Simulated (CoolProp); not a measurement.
Vapour-liquid equilibrium of n-heptane (1) + ethylbenzene (2) at 394.2 K; x and y are mole fractions of (1).

Computed with CoolProp (multi-fluid Helmholtz-energy mixture model, Span 2003 and Zhou 2012; pair parameters Bell 2016).

Task: Give the bubble pressure and the first vapour's composition at x = 0.05, 0.2, 0.8. Is there an azeotrope?

Result: x = 0.05: 0.07510 MPa, y = 0.157; x = 0.2: 0.09838 MPa, y = 0.445; x = 0.8: 0.1679 MPa, y = 0.900. No azeotrope shows between x = 0.05 and 0.95.

The pair parameters rest on a limited set of measurements; away from them the model extrapolates.
